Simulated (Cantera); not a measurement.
A closed system holds: 1 mol C2F6, a varied amount of CH4, held at 1775 K and 518 Torr.

Equilibrium computed with Cantera from the NASA thermochemical tables; the gas is ideal and each condensed phase is pure. Candidate condensed phases: C, C6H6, C7H8, C8H18; 95 gas species. The feed counts by its element totals alone. Gases not in the tables: C2F6 and larger saturated fluorocarbons. The numbers say what is thermodynamically allowed, not how fast it happens.

Problem. At 1.3 mol CH4, list the 6 most abundant gas species with their mole fractions, and the condensed phases.

Solution. HF 0.963, CF4 0.0368, CF2 0.000313, F 5.84e-5, CF3 4.81e-5, CHF3 1.16e-5. Condensed: C(graphite).
